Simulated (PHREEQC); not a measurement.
Make-up at 25 °C: 0.3 mmol/kgw BaCl2, 0.088 mmol/kgw NaHCO3 and 0.108 mmol/kgw NaCl. Closed to the air; pH follows from the charge balance.

Model: Pitzer model, pitzer.dat, run in PHREEQC.

Precipitation was switched off in this run.

Task: Estimate the pH, osmotic coefficient, specific conductance.

Result: pH 8.04; osmotic coefficient 0.979; specific conductance 102 µS/cm.

Task: In which forms is C present?

Result: HCO3- 98 %, CO2 1.9 %, CO3-2 0.6 % of the C.

Complexes and solids missing from the database can't appear.
